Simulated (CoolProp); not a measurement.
Vapour-liquid equilibrium of methane (1) + ethylene (2) at -135.65 °C; x and y are mole fractions of (1).

Values from CoolProp's multi-fluid Helmholtz-energy mixture model, Setzmann 1991 and Smukala 2000; pair parameters Bell 2016.

Q: Give the bubble pressure and the first vapour's composition at x = 0.05, 0.425, 0.875. Is there an azeotrope?

A: x = 0.05: 0.05165 MPa, y = 0.823; x = 0.425: 0.2957 MPa, y = 0.977; x = 0.875: 0.4934 MPa, y = 0.995. No azeotrope shows between x = 0.05 and 0.95.

Pair parameters are fitted to limited data, so mixtures are less certain than the pure fluids.
